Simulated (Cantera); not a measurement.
# Adiabatic ignition

An adiabatic, constant-pressure homogeneous reactor starts with 5.94 % CH₄, 19.8 % O₂, 74.3 % N₂, at 1300 K and 1.60 bar.

Computed with Cantera and GRI-Mech 3.0 (53 species, 325 reactions).

| t (s) | T (K) | x CH₄ | x O₂ | x C₂H₄ | x HCN | x C₂H₆ |
|---|---|---|---|---|---|---|
| 5.00e-6 | 1300 | 0.0594 | 0.198 | <1e-12 | <1e-12 | <1e-12 |
| 1.50e-5 | 1300 | 0.0594 | 0.198 | <1e-12 | <1e-12 | 2.45e-12 |
| 4.51e-5 | 1300 | 0.0594 | 0.198 | 3.36e-12 | <1e-12 | 7.46e-11 |
| 0.000136 | 1300 | 0.0594 | 0.198 | 1.37e-10 | <1e-12 | 2.89e-9 |
| 0.000408 | 1300 | 0.0594 | 0.198 | 1.01e-8 | <1e-12 | 2.07e-7 |
| 0.00122 | 1300 | 0.0593 | 0.198 | 8.15e-7 | <1e-12 | 1.50e-5 |
| 0.00368 | 1306 | 0.0583 | 0.197 | 2.41e-5 | <1e-12 | 0.000220 |
| 0.0111 | 2429 | <1e-12 | 0.0769 | <1e-12 | 2.43e-12 | <1e-12 |
| 0.0332 | 2419 | <1e-12 | 0.0739 | <1e-12 | 3.95e-12 | <1e-12 |
| 0.0998 | 2414 | <1e-12 | 0.0726 | <1e-12 | 4.41e-12 | <1e-12 |
| 0.300 | 2414 | <1e-12 | 0.0726 | <1e-12 | 4.42e-12 | <1e-12 |
x: mole fraction; the columns are a selection and need not sum to one.

* **time of steepest temperature rise**: 6.19 ms
* **temperature at 0.300 s**: 2414 K
* **equilibrium temperature**: 2414 K
* **x(CH₄) at 0.300 s**: <1e-12 (gas-phase equilibrium <1e-12)
* **x(O₂) at 0.300 s**: 0.0726 (gas-phase equilibrium 0.0726)
* **x(C₂H₄) at 0.300 s**: <1e-12 (gas-phase equilibrium <1e-12)
